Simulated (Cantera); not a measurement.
A closed system holds: 1 mol SiH2Cl2, 0.68 mol NH3, 69 mol N2, held at 1425 °C and 0.100 bar.

These are equilibrium values from Cantera (NASA tables, ideal gas, pure condensed phases), not measurements of a reactor. Candidate condensed phases: NH4Cl, Si, Si3N4; 28 gas species. The tables' values for SiCl3 are old estimates; treat these amounts as uncertain. Equilibrium is a limit: real reactors are often held back by kinetics, nucleation or transport.

Base state: N2 0.958, HCl 0.0188, H2 0.0187, SiCl2 0.00425, SiCl3 0.000150, H 6.25e-5, Cl 4.88e-5, SiCl4 1.05e-5 (mole fractions); condensed: Si3N4(s).

Problem. What changes in the equilibrium state with this change: NH3 from 0.68 to 2 mol?

Solution. 
| species | before | after |
|---|---|---|
| N2 | 0.958 | 0.933 |
| H2 | 0.0187 | 0.0429 |
| HCl | 0.0188 | 0.0216 |
| SiCl2 | 0.00425 | 0.00250 |
| SiCl4 | 1.05e-5 | 3.55e-6 |
| SiCl3 | 0.000150 | 6.70e-5 |
| H | 6.25e-5 | 9.47e-5 |
| Cl | 4.88e-5 | 3.71e-5 |
| Si3N4(s), mol | 0.228 | 0.269 |

Problem. What changes in the equilibrium state with this change: NH3 from 0.68 to 0.25 mol?

Solution. 
| species | before | after |
|---|---|---|
| N2 | 0.958 | 0.967 |
| HCl | 0.0188 | 0.0164 |
| H2 | 0.0187 | 0.0111 |
| SiCl2 | 0.00425 | 0.00545 |
| SiCl4 | 1.05e-5 | 1.73e-5 |
| SiCl3 | 0.000150 | 0.000219 |
| H | 6.25e-5 | 4.82e-5 |
| Cl | 4.88e-5 | 5.55e-5 |
| Si3N4(s), mol | 0.228 | 0.198 |

Problem. What changes in the equilibrium state with this change: pressure from 0.100 bar to 21.0 mbar?

Solution. 
```csv
species,before,after
N2,0.958,0.958
H2,0.0187,0.0207
HCl,0.0188,0.0145
SiCl2,0.00425,0.00647
SiCl4,1.05e-5,1.80e-6
SiCl,2.94e-6,1.33e-5
H,6.25e-5,0.000144
SiCl3,0.000150,7.68e-5
"Si3N4(s), mol",0.228,0.176
```
The tables' values for SiCl3, SiCl are old estimates; treat these amounts as uncertain.
